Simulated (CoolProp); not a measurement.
The numbers come from the reference Helmholtz-energy equation of state, Tillner-Roth 1997 in CoolProp.

Problem. For CH2F2 (R32), give the phase and the density (kg/m³), isothermal compressibility (1/MPa), fugacity coefficient at 395.8 K and 18.1 MPa; 395.8 K and 21.7 MPa.

Solution. 
- 395.8 K and 18.1 MPa: supercritical; density 655, isothermal compressibility 0.0289, fugacity coefficient 0.439
- 395.8 K and 21.7 MPa: supercritical; density 711, isothermal compressibility 0.0184, fugacity coefficient 0.398
